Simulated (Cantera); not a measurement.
Feed: 1 mol Al, 17 mol HCl, 0.41 mol N2, held at 0.133 bar.

These are equilibrium values from Cantera (NASA tables, ideal gas, pure condensed phases), not measurements of a reactor. Candidate condensed phases: Al, AlCl3, AlN, NH4Cl; 20 gas species. Equilibrium is a limit: real reactors are often held back by kinetics, nucleation or transport.

**Question.** At 502 °C, list the 4 most abundant gas species with their mole fractions, and the condensed phases.

**Answer.** HCl 0.830, H2 0.0889, AlCl3 0.0546, N2 0.0243. Condensed: gas only.
